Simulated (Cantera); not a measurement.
Equilibrium for carbothermic reduction: CuO + C + H2

A closed system holds: 1 mol CuO, 1.1 mol C, 4.3 mol H2.

Method: chemical equilibrium by Gibbs-energy minimisation in Cantera with the NASA 1993 tables (ideal gas, pure condensed phases). Candidate condensed phases: C, C6H6, C7H8, C8H18, Cu, CuO, Cu(OH)2, Cu2O, H2O; 113 gas species. Kinetics and transport are ignored.

Stable condensed phases:

```
T in °C \ P in Pa
              10      36     130     460    1700    6000   22000   77000  280000 1000000
   1875        A       A       A       A       A       A       B       B       B       B
   1775        A       A       A       A       A       B       B       B       B       B
   1675        A       A       A       A       B       B       B       B       B       B
   1575        A       A       A       A       B       B       B       B       B       B
   1475        A       A       A       B       B       B       B       B       B       B
   1375        A       A       B       B       B       B       B       B       B       B
   1275        A       B       B       B       B       B       B       B       B       B
   1175        B       B       B       B       B       B       B       B       B       B
   1075        B       B       B       B       B       B       B       B       B       C
    975        B       B       B       B       B       B       B       B       B       C
    875        B       B       B       B       B       B       B       B       B       C
    775        B       B       B       B       B       B       B       B       B       C
    675        B       B       B       B       B       B       B       B       C       C
```

A: C; B: C + Cu; C: Cu.
